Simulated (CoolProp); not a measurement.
Saturation properties of n-nonane.

Computed with CoolProp (reference Helmholtz-energy equation of state, Lemmon 2006). It is a short technical equation, of lower accuracy than the large ones.

| T (K) | p (bar) | enthalpy of vaporisation (kJ/kg) | liquid cp (kJ/(kg K)) | liquid conductivity (mW/(m K)) |
|---|---|---|---|---|
| 366.7 | 0.1659 | 323.7 | 2.482 | 109 |
| 381.1 | 0.2787 | 315.2 | 2.543 | 106 |
| 395.5 | 0.4470 | 306.6 | 2.606 | 103 |
| 409.9 | 0.6885 | 297.6 | 2.670 | 100 |
| 424.3 | 1.024 | 288.3 | 2.735 | 97.5 |
| 438.7 | 1.475 | 278.5 | 2.801 | 94.8 |
| 453.1 | 2.069 | 268.2 | 2.869 | 92.2 |
| 467.5 | 2.831 | 257.2 | 2.940 | 89.6 |
| 481.9 | 3.792 | 245.4 | 3.014 | 87.0 |
| 496.3 | 4.984 | 232.5 | 3.094 | 84.5 |

It boils at 423.9 K under 1 atm.

Thermal conductivity comes from a separate model (Huber 2005).
